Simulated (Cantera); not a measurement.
## Diamond growth

A diamond (100) surface in a fixed gas of H2 with x(CH4) = 0.012, x(H) = 0.00023, at 923 K, 20.3 Torr; coverages are run to steady state.

Computed with Cantera and the Harris–Goodwin 1993 mechanism for the reconstructed diamond (100) surface.

| x(CH3) | growth (µm/h) | θ c6HH | θ c6H* | θ c6*H | θ c6** | θ c6HM |
|---|---|---|---|---|---|---|
| 1e-06 | 0.00762 | 0.673 | 0.0119 | 0.307 | 0.00454 | 0.00260 |
| 2.2e-06 | 0.0167 | 0.670 | 0.0118 | 0.306 | 0.00451 | 0.00570 |
| 4.7e-06 | 0.0354 | 0.665 | 0.0117 | 0.304 | 0.00447 | 0.0121 |
| 1e-05 | 0.0738 | 0.654 | 0.0115 | 0.298 | 0.00437 | 0.0252 |
| 2.2e-05 | 0.156 | 0.630 | 0.0111 | 0.287 | 0.00416 | 0.0532 |
| 4.9e-05 | 0.318 | 0.583 | 0.0102 | 0.265 | 0.00375 | 0.109 |
| 0.00011 | 0.602 | 0.500 | 0.00874 | 0.227 | 0.00304 | 0.206 |
| 0.00023 | 0.963 | 0.395 | 0.00685 | 0.177 | 0.00216 | 0.329 |
| 0.0005 | 1.37 | 0.275 | 0.00469 | 0.121 | 0.00122 | 0.470 |
θ: site fractions in the mechanism's names (c6HH fully hydrogenated, c6H* and c6*H radical sites, c6** diradical, c6HM methylated).
